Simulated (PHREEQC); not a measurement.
0.33 g of hydrous ferric oxide (600 m²/g; 0.2 weak and 0.005 strong sites per Fe, Dzombak-Morel constants, diffuse double layer) in 1 kg of water with 0.05 mol/kgw of an inert sodium salt and 8e-06 mol/kgw NaF, at 25 °C; the pH is set by adding NaOH or the inert anion's acid. O2 is buffered at 0.21 atm. No CO2 enters from the air. Precipitation was switched off in this run.

The series has 13 steps of pH, from 4 to 12.

Computed with PHREEQC (ion-association model, wateq4f.dat).

Problem. Near which pH is half of the F sorbed, and on which side is more sorbed?

Solution. Near pH 6.0, with more sorbed at lower pH.

Species that the database lacks are ignored.
